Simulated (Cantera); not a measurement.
A perfectly stirred reactor is fed with 2.79 % CO, 0.886 % O₂, 0.0308 % H₂O, 96.3 % N₂, equivalence ratio 1.6, at 75.0 Torr; it is held at 1425 K, and followed from long to short residence time.

Computed with Cantera and GRI-Mech 3.0 (53 species, 325 reactions).

Predict: x(CO) at τ = 18.0 s; x(O₂) at τ = 18.0 s; x(H₂O) at τ = 18.0 s; x(CO₂) at τ = 18.0 s; x(NO) at τ = 18.0 s; x(CO) at τ = 0.140 s; x(O₂) at τ = 0.140 s; x(H₂O) at τ = 0.140 s; x(CO₂) at τ = 0.140 s; x(NO) at τ = 0.140 s.


* **x(CO) at τ = 18.0 s**: 0.0108
* **x(O₂) at τ = 18.0 s**: 0.000238
* **x(H₂O) at τ = 18.0 s**: 0.000137
* **x(CO₂) at τ = 18.0 s**: 0.0174
* **x(NO) at τ = 18.0 s**: 1.19e-5
* **x(CO) at τ = 0.140 s**: 0.0194
* **x(O₂) at τ = 0.140 s**: 0.00300
* **x(H₂O) at τ = 0.140 s**: 1.54e-5
* **x(CO₂) at τ = 0.140 s**: 0.00863
* **x(NO) at τ = 0.140 s**: 5.41e-6
